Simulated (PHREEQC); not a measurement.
Dissolve 0.089 mol Pb(NO3)2, 0.0085 mol NaF and 4e-05 mol NaCl per kg of water at 25 °C. Closed to the air; pH follows from the charge balance.

Computed with PHREEQC (ion-association model, wateq4f.dat).

```json
[
 {"quantity": "pH", "before": "4.78", "after": "4.98"},
 {"quantity": "ionic strength (mol/kgw)", "before": "0.205", "after": "0.212"},
 {"quantity": "NO3- (mol/kgw)", "before": "0.145", "after": "0.148"},
 {"quantity": "Pb+2 (mol/kgw)", "before": "0.0538", "after": "0.0568"},
 {"quantity": "PbNO3+ (mol/kgw)", "before": "0.0331", "after": "0.0300"},
 {"quantity": "PbF+ (mol/kgw)", "before": "0.00177", "after": "0.00161"},
 {"quantity": "SI of Pb(OH)2 (Pb(OH)2)", "before": "-0.37", "after": "+1.69"},
 {"quantity": "SI of Matlockite (PbClF)", "before": "+0.54", "after": "-0.77"}
]
```

Task: What was changed between the two runs?
A) Pb(NO3)2 from 0.089 to 0.178 mol/kgw
B) temperature from 25 to 85 °C
C) temperature from 25 to 40 °C

Result: B, temperature from 25 to 85 °C

This is a speciation only: nothing precipitates in the calculation. Some of these states are supersaturated (in PbF2, Matlockite, Pb(OH)2, for instance). Constants without temperature data keep their 25 °C values here.
